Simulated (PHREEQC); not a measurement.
NH3 is added in steps, without added water, to 1 kg of water holding 0.25 mol/kgw NaHS and 0.044 mol/kgw MnCl2, at 25 °C. The system is closed to oxygen. CO2 from the air is kept out. The run lets Pyrochroite, MnS(Green), Halite precipitate or redissolve, and no other solid.

Base run: PHREEQC, ion-association model, wateq4f.dat. Each further column changes one thing. The table gives Mn in solution (mol/kgw).

| NH3 added (mol) | base | Debye-Hückel limiting law | Davies equation for every ion | all activity coefficients set to 1 | metal-ligand complexes left out |
|---|---|---|---|---|---|
| 0 | 0.00720 | 0.0210 | 0.00653 | ___ | 0.00668 |
| 0.009167 | 0.00547 | 0.0165 | 0.00492 | 0.00112 | 0.00507 |
| 0.01833 | 0.00389 | ___ | 0.00348 | 0.000764 | 0.00360 |
| 0.0275 | 0.00248 | 0.00805 | 0.00220 | 0.000473 | 0.00228 |
| 0.03667 | 0.00128 | 0.00445 | 0.00114 | 0.000248 | 0.00118 |
| 0.04583 | 0.000516 | ___ | 0.000468 | 0.000111 | 0.000471 |
| 0.055 | 0.000240 | 0.00102 | 0.000221 | 5.63e-5 | 0.000219 |
| 0.06417 | 0.000147 | ___ | ___ | 3.56e-5 | 0.000134 |
| 0.07333 | 0.000105 | 0.000464 | 9.76e-5 | 2.58e-5 | 9.58e-5 |
| 0.0825 | 8.19e-5 | 0.000362 | 7.59e-5 | 2.02e-5 | 7.45e-5 |
| 0.09167 | 6.70e-5 | 0.000297 | 6.22e-5 | 1.67e-5 | 6.10e-5 |
| 0.1008 | 5.68e-5 | 0.000252 | 5.27e-5 | ___ | 5.17e-5 |
| 0.11 | 4.93e-5 | 0.000219 | ___ | 1.24e-5 | 4.49e-5 |

Q: Fill in the missing entries.

A: 
- 0, all activity coefficients set to 1: 0.00154
- 0.01833, Debye-Hückel limiting law: 0.0121
- 0.04583, Debye-Hückel limiting law: 0.00203
- 0.06417, Debye-Hückel limiting law: 0.000643
- 0.06417, Davies equation for every ion: 0.000136
- 0.1008, all activity coefficients set to 1: 1.42e-5
- 0.11, Davies equation for every ion: 4.57e-5

The polysulfide entries of wateq4f.dat were taken out for this run.
